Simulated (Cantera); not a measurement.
A freely propagating, adiabatic, planar premixed flame of CH₄ : O₂ : N₂ = 1 : 1.67 : 6.27 (molar parts), unburnt at 425 K and 5.00 bar; mixture-averaged transport, grid criteria slope 0.08 and curve 0.16, no radiation.

Detailed kinetics in Cantera: GRI-Mech 3.0 (53 species, 325 reactions). Burning velocities carry a grid error of a few per cent, more on coarse grids.

x: mole fraction of selected species; z is measured from the peak of heat release.

| z (mm) | T (K) | u (m/s) | x CH₄ | x O₂ | x H₂ | x CO | x CH₂ | x O |
|---|---|---|---|---|---|---|---|---|
| -0.438 | 426 | 0.302 | 0.112 | 0.186 | 0.00184 | 1.03e-5 | <1e-8 | <1e-8 |
| -0.292 | 431 | 0.307 | 0.111 | 0.186 | 0.00479 | 0.000113 | <1e-8 | <1e-8 |
| -0.219 | 454 | 0.325 | 0.109 | 0.184 | 0.00833 | 0.000577 | <1e-8 | <1e-8 |
| -0.146 | 594 | 0.428 | 0.0992 | 0.172 | 0.0147 | 0.00402 | <1e-8 | <1e-8 |
| -0.0730 | 1122 | 0.823 | 0.0636 | 0.124 | 0.0231 | 0.0214 | 1.73e-8 | 1.65e-6 |
| -0.0365 | 1553 | 1.15 | 0.0331 | 0.0777 | 0.0271 | 0.0389 | 1.95e-6 | 2.80e-5 |
| 0 | 1939 | 1.44 | [?] | [?] | 0.0287 | 0.0546 | [?] | [?] |
| 0.0365 | 2098 | 1.56 | 0.000513 | 0.00819 | 0.0267 | 0.0545 | 2.14e-5 | 0.000346 |
| 0.0730 | 2141 | 1.58 | 2.67e-5 | 0.00257 | 0.0258 | 0.0495 | 1.87e-6 | 0.000347 |
| 0.146 | 2175 | 1.60 | [?] | [?] | 0.0261 | 0.0461 | [?] | [?] |
| 0.292 | 2202 | 1.62 | <1e-8 | 0.000304 | 0.0262 | 0.0454 | <1e-8 | 8.93e-5 |
| 0.584 | 2220 | 1.63 | <1e-8 | 0.000101 | 0.0261 | 0.0454 | <1e-8 | 2.98e-5 |
| 1.17 | 2228 | 1.64 | <1e-8 | 3.55e-5 | 0.0261 | 0.0455 | <1e-8 | 1.10e-5 |

Fill in the missing entries.


- 0, x CH₄: 0.00719
- 0, x O₂: 0.0306
- 0, x CH₂: 3.96e-5
- 0, x O: 0.000175
- 0.146, x CH₄: 1.92e-7
- 0.146, x O₂: 0.000789
- 0.146, x CH₂: 1.53e-8
- 0.146, x O: 0.000212
